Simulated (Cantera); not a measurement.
## Catalytic stagnation flow on Pt

A jet of H2 : O2 : N2 = 0.019 : 0.13 : 0.79 (molar parts), equivalence ratio 0.073 at 300 K and 0.0330 bar hits a platinum plate 5.1 cm away at a mass flux of 0.08 kg/m²/s; the plate temperature is set and raised in steps from an oxygen-covered start.

Cantera simulation using Deutschmann's 1995 Pt surface mechanism with GRI-Mech 3.0 gas chemistry; the numbers are that mechanism's predictions, not measurements. Catalytic surfaces can have several steady states; this one follows from the mechanism file's or the stated starting coverage.

```csv
plate T (K),wall x H2,wall x O2,wall x H2O,wall x OH,θ free Pt,θ O*,θ OH*
600,0.00461,0.122,0.0306,<1e-8,0.0623,0.934,0.00340
650,0.00457,0.122,0.0304,<1e-8,0.0659,0.932,0.00228
700,0.00435,0.121,0.0307,<1e-8,0.0731,0.925,0.00166
750,0.00368,0.121,0.0318,<1e-8,0.0932,0.905,0.00137
800,0.00284,0.120,0.0332,<1e-8,0.132,0.866,0.00122
850,0.00215,0.119,0.0344,1.81e-8,0.187,0.812,0.00111
900,0.00170,0.119,0.0351,5.72e-8,0.251,0.748,0.000990
```
x: mole fraction at the wall; θ: surface coverage.
